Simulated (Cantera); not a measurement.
Charge: 1 mol C₂F₆, 0.16 mol HCl, 0.87 mol H₂, at 3050 °C and 1000 Pa.

These are equilibrium values from Cantera (NASA tables, ideal gas, pure condensed phases), not measurements of a reactor. Candidate condensed phases: C, C₆H₆, C₇H₈, C₈H₁₈; 118 gas species. The feed counts by its element totals alone. Equilibrium is a limit: real reactors are often held back by kinetics, nucleation or transport.

Base state: F 0.565, HF 0.203, H 0.0566, C₃ 0.0523, CF 0.0504, C 0.0343, Cl 0.0218, C₂ 0.0134 (mole fractions); condensed: gas only.

### Question
What changes in the equilibrium state with this change: temperature from 3050 °C to 1675 °C?

### Answer
```
species             before     after
----------------  --------  --------
HF                   0.203     0.596
CF₄                1.66e-9     0.297
Cl                  0.0218    0.0491
F                    0.565    0.0158
C₃                  0.0523     <1e-9
C                   0.0343     <1e-9
C₂                  0.0134     <1e-9
H                   0.0566   1.59e-6
CF                  0.0504   5.65e-5
CF₂                0.00193    0.0390
C₅                0.000415     <1e-9
C₂H               0.000381     <1e-9
C₄                0.000173     <1e-9
CClF₃                <1e-9  0.000134
C(graphite), mol         0     0.923
```
Gases not in the tables: C₂F₆ and larger saturated fluorocarbons.

### Question
What changes in the equilibrium state with this change: temperature from 3050 °C to 950 °C?

### Answer
```json
[
 {"species": "HF", "before": "0.203", "after": "0.597"},
 {"species": "CF₄", "before": "1.66e-9", "after": "0.353"},
 {"species": "HCl", "before": "0.000123", "after": "0.0405"},
 {"species": "F", "before": "0.565", "after": "1.54e-7"},
 {"species": "H", "before": "0.0566", "after": "<1e-9"},
 {"species": "C₃", "before": "0.0523", "after": "<1e-9"},
 {"species": "CF", "before": "0.0504", "after": "<1e-9"},
 {"species": "C", "before": "0.0343", "after": "<1e-9"},
 {"species": "C₂", "before": "0.0134", "after": "<1e-9"},
 {"species": "Cl", "before": "0.0218", "after": "0.00378"},
 {"species": "CClF₃", "before": "<1e-9", "after": "0.00143"},
 {"species": "C₅", "before": "0.000415", "after": "<1e-9"},
 {"species": "C₂H", "before": "0.000381", "after": "<1e-9"},
 {"species": "C(graphite), mol", "before": "0", "after": "0.944"}
]
```
Gases not in the tables: C₂F₆ and larger saturated fluorocarbons.

### Question
What changes in the equilibrium state with this change: temperature from 3050 °C to 552 °C?

### Answer
```json
[
 {"species": "HF", "before": "0.203", "after": "0.587"},
 {"species": "CF₄", "before": "1.66e-9", "after": "0.359"},
 {"species": "HCl", "before": "0.000123", "after": "0.0537"},
 {"species": "F", "before": "0.565", "after": "<1e-9"},
 {"species": "H", "before": "0.0566", "after": "<1e-9"},
 {"species": "C₃", "before": "0.0523", "after": "<1e-9"},
 {"species": "CF", "before": "0.0504", "after": "<1e-9"},
 {"species": "C", "before": "0.0343", "after": "<1e-9"},
 {"species": "C₂", "before": "0.0134", "after": "<1e-9"},
 {"species": "Cl", "before": "0.0218", "after": "1.12e-6"},
 {"species": "CF₂", "before": "0.00193", "after": "<1e-9"},
 {"species": "C₅", "before": "0.000415", "after": "<1e-9"},
 {"species": "C₂H", "before": "0.000381", "after": "<1e-9"},
 {"species": "H₂", "before": "0.000213", "after": "<1e-9"},
 {"species": "C(graphite), mol", "before": "0", "after": "0.935"}
]
```
Condensed phases not in the tables: fluorocarbon polymer. Gases not in the tables: C₂F₆ and larger saturated fluorocarbons.
